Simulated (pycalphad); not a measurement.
# Phase fractions of Al-1.38Si-2.18Fe (at.%)

Source of the numbers: pycalphad with the COST 507 light-alloy database (1999); pressure 1 atm. These are 1990s assessments: newer ones move some temperatures and phases. Amounts are mole fractions of atoms.

```tsv
T (K)	LIQUID	AL13FE4	FCC_A1	ALFESI_ALPHA	ALFESI_BETA
1025	1.000	-	-	-	-
950	0.957	0.043	-	-	-
875	-	-	0.886	0.114	-
800	-	-	0.882	0.101	0.017
725	-	-	0.879	0.091	0.030
650	-	-	0.878	0.087	0.036
575	-	-	0.878	0.087	0.035
500	-	-	0.879	0.092	0.029
```

Database names, with the compositions (at.%) that they take in these runs: AL13FE4: Al 76 Fe 24; ALFESI_ALPHA: Al 71-73 Fe 19 Si 8-10; ALFESI_BETA: Al 70 Si 15 Fe 15. FCC_A1 is fcc.
